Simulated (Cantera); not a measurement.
Feed: 1 mol SiCl4, 8.3 mol H2, equilibrated at 2800000 Pa.

These are equilibrium values from Cantera (NASA tables, ideal gas, pure condensed phases), not measurements of a reactor. Candidate condensed phases: Si; 19 gas species. The tables' values for SiCl3 are old estimates; treat these amounts as uncertain. Equilibrium is a limit: real reactors are often held back by kinetics, nucleation or transport.

x: gas mole fraction; nothing condenses.

```csv
T (K),x H2,x SiCl4,x HCl,x SiHCl3,x SiCl3,x SiH2Cl2,x SiCl2
550,0.892,0.107,0.000849,0.000848,7.62e-11,2.85e-7,<1e-12
625,0.890,0.105,0.00213,0.00213,3.20e-9,2.32e-6,<1e-12
700,0.888,0.103,0.00434,0.00432,5.96e-8,1.19e-5,…
775,0.885,0.1000,0.00761,0.00752,6.22e-7,4.37e-5,…
850,0.881,0.0957,0.0120,0.0117,4.22e-6,0.000126,…
925,0.875,0.0905,0.0173,0.0167,2.06e-5,0.000301,…
1000,0.869,0.0847,0.0235,0.0221,7.80e-5,0.000623,…
1075,0.862,0.0784,0.0303,0.0277,0.000240,0.00115,…
1150,0.855,0.0718,0.0377,0.0331,0.000626,0.00191,…
1225,0.847,0.0651,0.0456,0.0377,0.00142,0.00292,…
1300,0.839,0.0583,0.0541,0.0411,0.00283,0.00410,…
1375,0.829,0.0514,0.0635,0.0428,0.00504,0.00528,…
1450,0.819,0.0444,0.0742,0.0422,0.00806,0.00622,…
```

### Question
Some entries are withheld; supply them.

### Answer

- 700, x SiCl2: 1.14e-11
- 775, x SiCl2: 5.49e-10
- 850, x SiCl2: 1.32e-8
- 925, x SiCl2: 1.86e-7
- 1000, x SiCl2: 1.74e-6
- 1075, x SiCl2: 1.17e-5
- 1150, x SiCl2: 5.98e-5
- 1225, x SiCl2: 0.000244
- 1300, x SiCl2: 0.000815
- 1375, x SiCl2: 0.00227
- 1450, x SiCl2: 0.00534
